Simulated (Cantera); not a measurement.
**Zr + H₂O + N₂ (tantalum, niobium, vanadium and zirconium in process gases)**

Charge: 1 mol Zr, 2.2 mol H₂O, 30 mol N₂, equilibrated at 1402 °C and 240000 Pa.

Equilibrium computed with Cantera from the NASA thermochemical tables; the gas is ideal and each condensed phase is pure. Candidate condensed phases: H₂O, Zr, ZrN, ZrO₂; 28 gas species. Equilibrium is a limit: real reactors are often held back by kinetics, nucleation or transport.

```json
{
  "x(N₂)": "0.932",
  "x(H₂)": "0.0621",
  "x(H₂O)": "0.00621",
  "x(H)": "1.87e-5",
  "x(NH₃)": "1.38e-6",
  "n(ZrO₂(tetragonal))": "1.00 mol",
  "gas_amount": "32.20 mol",
  "log10 activity of Zr(β) (absent)": "-12.87"
}
```
